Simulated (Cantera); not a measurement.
A freely propagating, adiabatic, planar premixed flame of 24.9 % H2, 15.8 % O2, 59.3 % N2, equivalence ratio 0.79, unburnt at 425 K and 45000 Pa; unity-Lewis-number transport, grid criteria slope 0.08 and curve 0.16, no radiation.

Cantera simulation using the H2/O2 subset of GRI-Mech 3.0, which has no nitrogen chemistry; the numbers are that mechanism's predictions, not measurements. Unity Lewis numbers drop preferential diffusion, which matters most where H2 and H carry the flame. Burning velocities carry a grid error of a few per cent, more on coarse grids.

Q: Predict: laminar burning velocity; thermal thickness; peak x(H2O2); peak x(O); peak x(HO2).

A: 
```json
{
  "laminar_burning_velocity": "218 cm/s",
  "thermal_thickness": "0.832 mm",
  "peak x(H2O2)": "1.16e-5",
  "peak x(O)": "0.0142",
  "peak x(HO2)": "0.000183"
}
```
